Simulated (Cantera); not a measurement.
A closed system holds: 1 mol borazine, 0.22 mol O2, 1.1 mol H2O, equilibrated at 54.0 Torr.

Method: chemical equilibrium by Gibbs-energy minimisation in Cantera with the NASA 1993 tables (ideal gas, pure condensed phases). Candidate condensed phases: B, BN, B2O3, B3O3H3, H2O; 39 gas species. The feed counts by its element totals alone. Mutual solubility and eutectic melting of coexisting phases are not modelled. Equilibrium is a limit: real reactors are often held back by kinetics, nucleation or transport. All values below are at 1400 °C.

Base state: H2 0.857, N2 0.109, HBO2 0.0124, HBO 0.0123, B2O3 0.00706, H2O 0.00123, B2O2 0.000867, H 0.000393 (mole fractions); condensed: BN(s) + B2O3(l).

Problem. What changes in the equilibrium state with this change: borazine replaced by B2O3?

Solution. 
```tsv
species	before	after
H2O	0.00123	0.579
HBO2	0.0124	0.269
O2	<1e-9	0.142
H2	0.857	8.63e-5
N2	0.109	0
HBO	0.0123	5.72e-8
B2O2	0.000867	<1e-9
O	<1e-9	4.70e-5
BN(s), mol	1.97	0
B2O3(l), mol	0.417	0.781
```
Gases not in the tables: H3BO3.

Problem. What changes in the equilibrium state with this change: O2 from 0.22 to 9.6 mol?

Solution. 
```
species         before    after
------------  --------  -------
O2               <1e-9    0.462
H2O            0.00123    0.238
HBO2            0.0124    0.172
H2               0.857  1.97e-5
HBO             0.0123  2.03e-8
N2               0.109    0.118
NO               <1e-9  0.00150
B2O2          0.000867    <1e-9
O                <1e-9  8.46e-5
BN(s), mol        1.97        0
B2O3(l), mol     0.417    0.315
```
Gases not in the tables: H3BO3.
